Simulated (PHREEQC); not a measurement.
Make-up at 25 °C and 50 atm: 0.95 mol/kgw NaCl and 2.4 mol/kgw LiCl. Closed to the air; pH follows from the charge balance.

All values are PHREEQC results (Pitzer model, pitzer.dat), not measurements.

Precipitation was switched off in this run.

Predict the activity of water, density.

activity of water 0.858; density 1.084 g/cm³.

Under pressure, the constants of complexes without a molar volume in the database are unreliable.
